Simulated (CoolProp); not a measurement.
Vapour-liquid equilibrium of hexamethyldisiloxane (MM) (1) + toluene (2) at 275.1 K; x and y are mole fractions of (1).

Computed with CoolProp (multi-fluid Helmholtz-energy mixture model, Thol 2016 and Lemmon 2006; pair parameters Bell 2016).

| x | bubble pressure (kPa) | y at the bubble point | dew pressure at overall composition x (kPa) | liquid density (mol/L) |
|---|---|---|---|---|
| 0.05 | 1.081 | 0.099 | 1.052 | 9.191 |
| 0.125 | 1.159 | 0.223 | 1.096 | 8.642 |
| 0.2 | 1.228 | 0.325 | 1.144 | 8.145 |
| 0.275 | 1.289 | 0.411 | 1.193 | 7.693 |
| 0.35 | 1.342 | 0.484 | 1.246 | 7.280 |
| 0.425 | 1.388 | 0.548 | 1.300 | 6.903 |
| 0.5 | 1.426 | 0.606 | 1.354 | 6.556 |
| 0.575 | 1.459 | 0.661 | 1.406 | 6.236 |
| 0.65 | 1.486 | 0.713 | 1.453 | 5.941 |
| 0.725 | 1.508 | 0.766 | 1.491 | 5.669 |
| 0.8 | 1.524 | 0.822 | 1.518 | 5.416 |
| 0.875 | 1.533 | 0.882 | 1.532 | 5.181 |
| 0.95 | 1.535 | 0.949 | 1.535 | 4.963 |

y crosses x between x = 0.875 and 0.95: the model has an azeotrope there.

Pair parameters are fitted to limited data, so mixtures are less certain than the pure fluids.
